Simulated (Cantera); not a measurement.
# Silicon nitride deposition: SiH2Cl2 + N2

A closed system holds: 1 mol SiH2Cl2, 1.7 mol N2, held at 1.00 Torr.

Method: chemical equilibrium by Gibbs-energy minimisation in Cantera with the NASA 1993 tables (ideal gas, pure condensed phases). Candidate condensed phases: NH4Cl, Si, Si3N4; 28 gas species. N2 is the only nitrogen source here; it is nearly inert below about 1500 K, so the nitride shown seldom forms there in practice. The tables' values for SiCl3, SiCl, SiN are old estimates; treat these amounts as uncertain. Gases not in the tables: Si2H6 and higher silanes. The numbers say what is thermodynamically allowed, not how fast it happens.

```
T (°C)  log p N2  log p HCl  log p H2  log p SiCl2  log p SiCl4  log p Si  log p H  log p SiCl3  n Si3N4(s)  n Si(l)
------  --------  ---------  --------  -----------  -----------  --------  -------  -----------  ----------  -------
925        -3.28      -3.26     -3.77        -5.24        -4.11    -14.75    -8.61        -5.15       0.266        0
1025       -3.28      -3.28     -3.77        -4.39        -4.30    -12.42    -7.85        -4.73       0.249        0
1125       -3.27      -3.36     -3.71        -3.87        -4.85    -10.44    -7.18        -4.68       0.196        0
1225       -3.25      -3.53     -3.62        -3.65        -5.78     -8.72    -6.57        -4.97       0.133        0
1325       -3.24      -3.72     -3.55        -3.56        -6.78     -7.23    -6.05        -5.37      0.0857        0
1425       -3.21      -3.83     -3.55        -3.55        -7.54     -6.18    -5.61        -5.69           0    0.208
1525       -3.22      -3.80     -3.56        -3.56        -7.99     -5.51    -5.23        -5.88           0    0.211
1625       -3.22      -3.79     -3.57        -3.58        -8.40     -4.91    -4.89        -6.05           0    0.192
1725       -3.24      -3.79     -3.60        -3.61        -8.80     -4.37    -4.60        -6.23           0    0.102
```
log p: log10 of the partial pressure in bar; n: condensed amount in mol.

From 925 °C to 1325 °C the condensed part is Si3N4(s). From 1425 °C to 1725 °C the condensed part is Si(l). The main Si-bearing gas is SiCl4 at 925 °C and SiCl2 at 1725 °C. The share of Si in condensed phases is highest at 925 °C (79.8 %) and lowest at 1725 °C (10.2 %).
